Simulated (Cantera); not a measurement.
Abatement and gas-phase synthesis: H2O + H2 + O2

Input: 1 mol H2O, 1 mol H2, 2.1 mol O2, equilibrated at 0.0100 bar.

Method: chemical equilibrium by Gibbs-energy minimisation in Cantera with the NASA 1993 tables (ideal gas, pure condensed phases). Candidate condensed phases: H2O; 9 gas species. Kinetics and transport are ignored.

From 1625 K to 3225 K nothing is condensed.

```csv
T (K),x H2O,x O,x O2,x H,x OH,x H2
1625,0.554,0.000130,0.444,6.06e-6,0.00192,7.37e-5
1825,0.550,0.00102,0.441,0.000104,0.00715,0.000561
2025,0.537,0.00533,0.434,0.00102,0.0203,0.00283
2225,0.501,0.0204,0.415,0.00659,0.0462,0.0104
2425,0.421,0.0606,0.375,0.0300,0.0852,0.0281
2625,0.279,0.144,0.304,0.0984,0.122,0.0537
2825,0.118,0.270,0.204,0.223,0.121,0.0627
3025,0.0273,0.404,0.107,0.343,0.0781,0.0405
3225,0.00419,0.495,0.0454,0.401,0.0368,0.0178
```
x: gas mole fraction; nothing condenses.
